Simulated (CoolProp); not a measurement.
Vapour-liquid equilibrium of R22 (1) + R142b (2) at 214.7 K; x and y are mole fractions of (1).

Model: multi-fluid Helmholtz-energy mixture model, Kamei 1995 and Lemmon 2006; pair parameters Bell 2016, in CoolProp.

```tsv
x	bubble pressure, mixture model (kPa)	bubble pressure, Raoult's law (kPa)	y, mixture model	y, Raoult's law
0.05	9.519	9.560	0.209	0.214
0.2	14.09	14.52	0.546	0.564
0.35	18.61	19.47	0.719	0.736
0.5	23.34	24.43	0.828	0.838
0.65	28.39	29.39	0.903	0.906
0.8	33.75	34.34	0.956	0.954
0.95	39.18	39.30	0.991	0.990
```

The largest gap from Raoult's law is -4.5 % in bubble pressure, at x = 0.5. No azeotrope shows between x = 0.05 and 0.95.

The pair parameters rest on a limited set of measurements; away from them the model extrapolates.
